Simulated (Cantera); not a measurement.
A perfectly stirred reactor is fed with 13.8 % CH4, 1.66 % H2, 17.8 % O2, 66.8 % N2, at 2.90 bar; it is adiabatic with a 325 K inlet, and is followed from long to short residence time, starting on the burning branch (τ in s: 0.46, 0.19, 0.08, 0.033, 0.014, 0.0058, 0.0024, 0.001, 0.00042, 0.00017, 7.2e-05, 3e-05, 1.3e-05).

Detailed kinetics in Cantera: GRI-Mech 3.0 (53 species, 325 reactions).

Q: Predict: blow-out, bracketed by the residence times tried; x(CH4) at τ = 0.460 s; x(H2) at τ = 0.460 s; x(O2) at τ = 0.460 s; x(O) at τ = 0.460 s; x(HO2) at τ = 0.460 s; x(CH4) at τ = 2.40 ms; x(H2) at τ = 2.40 ms; x(O2) at τ = 2.40 ms; x(O) at τ = 2.40 ms; x(HO2) at τ = 2.40 ms.

A: 
```
Item                                                                            Value
------------------------------------------------  -----------------------------------
blow-out, bracketed by the residence times tried  burning at 1.00 ms, out at 0.420 ms
x(CH4) at τ = 0.460 s                                                         0.00214
x(H2) at τ = 0.460 s                                                           0.0957
x(O2) at τ = 0.460 s                                                          7.17e-5
x(O) at τ = 0.460 s                                                           4.80e-8
x(HO2) at τ = 0.460 s                                                         1.77e-8
x(CH4) at τ = 2.40 ms                                                          0.0112
x(H2) at τ = 2.40 ms                                                           0.0636
x(O2) at τ = 2.40 ms                                                          0.00598
x(O) at τ = 2.40 ms                                                           3.82e-6
x(HO2) at τ = 2.40 ms                                                         2.48e-6
```
